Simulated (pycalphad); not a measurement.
All values are pycalphad results on the COST 507 light-alloy database (1999) (1 atm), not direct measurements. These are 1990s assessments: newer ones move some temperatures and phases. Phase fractions are per mole of atoms.

**Question.** Give the equilibrium state of Cu-31.9Si (at.%) at 700 K.

**Answer.** 
```
T = 700.00 K, P = 101325 Pa, N = 1 mol of atoms
G = -27247 J/mol, H = 12205 J/mol, S = 56.36 J/(mol K)  (SER reference)
chemical potentials (J/mol): Cu -31821, Si -17484
phase             fraction      x(Cu)      x(Si)
CU19SI6_ETA         0.8961     0.7600     0.2400
DIAMOND_A4          0.1039       none     1.0000
```

**Question.** Give the equilibrium state of Cu-31.9Si (at.%) at 1100 K.

**Answer.** liquid, fraction 0.999, with 31.8 Si at.%; diamond (Si), fraction 0.001, with 100 Si at.%.

Database names, with the compositions (at.%) that they take in these runs: CU19SI6_ETA: Cu 76 Si 24. DIAMOND_A4 is diamond (Si). An entry "none" or "no" means that the model of the phase leaves that element out.
